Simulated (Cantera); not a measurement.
Charge: 1 mol SiH₄, 810 mol H₂, equilibrated at 3.40 mbar.

Cantera equilibrium calculation (NASA polynomials, part measured and part estimated; ideal gas, pure solids and liquids). Candidate condensed phases: Si; 9 gas species. Gases not in the tables: Si₂H₆ and higher silanes. The numbers say what is thermodynamically allowed, not how fast it happens.

log p: log10 of the partial pressure in bar; n: condensed amount in mol.

```tsv
T (°C)	log p H₂	log p H	log p Si	log p SiH	log p SiH₂	n Si(s)	n Si(l)
1402	-2.47	-5.17	-6.36	-7.37	-7.42	0.876	0
1427	-2.47	-5.07	-6.17	-7.21	-7.32	0	0.810
1452	-2.47	-4.97	-5.99	-7.07	-7.23	0	0.720
1477	-2.47	-4.87	-5.82	-6.94	-7.15	0	0.591
1502	-2.47	-4.77	-5.66	-6.81	-7.07	0	0.408
1527	-2.47	-4.68	-5.50	-6.68	-7.00	0	0.151
1552	-2.47	-4.59	-5.42	-6.63	-7.00	0	0
1577	-2.47	___	-5.42	-6.66	___	0	0
1602	-2.47	___	-5.41	-6.68	___	0	0
1627	-2.47	-4.34	-5.41	-6.71	-7.22	0	0
1652	-2.48	-4.26	-5.41	-6.74	-7.29	0	0
1677	-2.48	-4.18	-5.41	-6.76	-7.36	0	0
1702	-2.48	-4.10	-5.41	-6.79	-7.43	0	0
```

Task: Complete the blanks.

Result: 
- 1577, log p H: -4.51
- 1577, log p SiH₂: -7.08
- 1602, log p H: -4.42
- 1602, log p SiH₂: -7.15
